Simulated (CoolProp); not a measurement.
Computed with CoolProp (reference Helmholtz-energy equation of state, de Reuck 1990).

Question: For fluorine, give the phase and the cv (kJ/(kg K)), speed of sound (m/s) at 208.8 K and 567 kPa; 208.8 K and 2730 kPa; 208.8 K and 4600 kPa.

Answer: 
- 208.8 K and 567 kPa: gas; cv 0.569, speed of sound 251
- 208.8 K and 2730 kPa: gas; cv 0.584, speed of sound 247
- 208.8 K and 4600 kPa: gas; cv 0.598, speed of sound 245
